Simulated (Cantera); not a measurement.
Reactions in the system Fe-H-S

Cantera with NASA thermochemical tables; ideal gases at 1 bar, condensed phases pure. Values are per mole of reaction as written; species without (g) are pure solids or liquids, kept so even where they would boil at 1 bar.

Fe + 2 H₂S(g) ⇌ FeS₂ + 2 H₂(g)

```json
[
 {"T (K)": "300", "ΔH° (kJ)": "-130.5", "ΔS° (J/K)": "-124.4", "ΔG° (kJ)": "-93.2", "log10 K": "16.22"},
 {"T (K)": "675", "ΔH° (kJ)": "-120.9", "ΔS° (J/K)": "-103.2", "ΔG° (kJ)": "-51.2", "log10 K": "3.96"},
 {"T (K)": "700", "ΔH° (kJ)": "-120.4", "ΔS° (J/K)": "-102.5", "ΔG° (kJ)": "-48.6", "log10 K": "3.63"},
 {"T (K)": "725", "ΔH° (kJ)": "-119.9", "ΔS° (J/K)": "-101.8", "ΔG° (kJ)": "-46.1", "log10 K": "3.32"},
 {"T (K)": "750", "ΔH° (kJ)": "-119.4", "ΔS° (J/K)": "-101.2", "ΔG° (kJ)": "-43.5", "log10 K": "3.03"},
 {"T (K)": "775", "ΔH° (kJ)": "-119.0", "ΔS° (J/K)": "-100.6", "ΔG° (kJ)": "-41.0", "log10 K": "2.76"},
 {"T (K)": "800", "ΔH° (kJ)": "-118.6", "ΔS° (J/K)": "-100.1", "ΔG° (kJ)": "-38.5", "log10 K": "2.51"},
 {"T (K)": "825", "ΔH° (kJ)": "-118.2", "ΔS° (J/K)": "-99.7", "ΔG° (kJ)": "-36.0", "log10 K": "2.28"}
]
```
